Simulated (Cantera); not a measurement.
# Si3N4 + HCl + N2 (nitride etching)

A closed system holds: 1 mol Si3N4, 1.8 mol HCl, a varied amount of N2, equilibrated at 2000 K and 0.0330 bar.

Cantera equilibrium calculation (NASA polynomials, part measured and part estimated; ideal gas, pure solids and liquids). Candidate condensed phases: NH4Cl, Si, Si3N4; 28 gas species. The tables' values for SiCl, SiCl3, SiN are old estimates; treat these amounts as uncertain. Gases not in the tables: Si2H6 and higher silanes. Rates play no part.

From 2.8 mol N2 to 39 mol N2 the condensed part is Si(l). The main Si-bearing gas is SiCl2 throughout. The share of Si in condensed phases is highest at 2.8 mol N2 (76.9 %) and lowest at 39 mol N2 (74.8 %).

```json
[
 {"n(N2) (mol)": "2.8", "x N2": "0.724", "x H2": "0.102", "x SiCl2": "0.100", "x HCl": "0.0653", "x H": "0.00286", "n Si(l)": "2.31"},
 {"n(N2) (mol)": "7.4", "x N2": "0.836", "x H2": "0.0597", "x SiCl2": "0.0592", "x HCl": "0.0384", "x H": "0.00219", "n Si(l)": "2.30"},
 {"n(N2) (mol)": "12", "x N2": "0.883", "x H2": "0.0422", "x SiCl2": "0.0419", "x HCl": "0.0272", "x H": "0.00184", "n Si(l)": "2.29"},
 {"n(N2) (mol)": "16", "x N2": "0.906", "x H2": "0.0336", "x SiCl2": "0.0334", "x HCl": "0.0217", "x H": "0.00164", "n Si(l)": "2.28"},
 {"n(N2) (mol)": "21", "x N2": "0.925", "x H2": "0.0268", "x SiCl2": "0.0266", "x HCl": "0.0173", "x H": "0.00147", "n Si(l)": "2.28"},
 {"n(N2) (mol)": "26", "x N2": "0.937", "x H2": "0.0223", "x SiCl2": "0.0221", "x HCl": "0.0143", "x H": "0.00134", "n Si(l)": "2.27"},
 {"n(N2) (mol)": "30", "x N2": "0.944", "x H2": "0.0196", "x SiCl2": "0.0195", "x HCl": "0.0126", "x H": "0.00125", "n Si(l)": "2.26"},
 {"n(N2) (mol)": "35", "x N2": "0.951", "x H2": "0.0170", "x SiCl2": "0.0170", "x HCl": "0.0110", "x H": "0.00117", "n Si(l)": "2.25"},
 {"n(N2) (mol)": "39", "x N2": "0.955", "x H2": "0.0154", "x SiCl2": "0.0154", "x HCl": "0.00995", "x H": "0.00111", "n Si(l)": "2.25"}
]
```
x: gas mole fraction; n: condensed amount in mol.
